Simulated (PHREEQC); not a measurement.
Solution (70 °C): 0.066 mol CuSO4, 0.0031 mol HNO3 and 0.00042 mol KCl per kg of water. Closed to the air; pH follows from the charge balance.

Equilibrium calculation in PHREEQC: ion-association model, phreeqc.dat.

Task: The ionic strength comes out as 0.140 mol/kgw. What activity coefficients do HSO4-, Cl-, H+, NO3-, SO4-2 get?

Result: HSO4- 0.74, Cl- 0.72, H+ 0.80, NO3- 0.70, SO4-2 0.30.

This is a speciation only: nothing precipitates in the calculation. Complexes and solids missing from the database can't appear. Constants without temperature data keep their 25 °C values here.
